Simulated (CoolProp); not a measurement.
Vapour-liquid equilibrium of CHF3 (R23) (1) + CH2F2 (R32) (2) at 206.8 K; x and y are mole fractions of (1).

Computed with CoolProp (multi-fluid Helmholtz-energy mixture model, Penoncello 2003 and Tillner-Roth 1997; pair parameters Bell 2016).

Task: Give the bubble pressure and the first vapour's composition at x = 0.35, 0.45, 0.65. Is there an azeotrope?

Result: x = 0.35: 1.115 bar, y = 0.727; x = 0.45: 1.302 bar, y = 0.799; x = 0.65: 1.670 bar, y = 0.896. No azeotrope shows between x = 0.05 and 0.95.

The pair parameters rest on a limited set of measurements; away from them the model extrapolates.
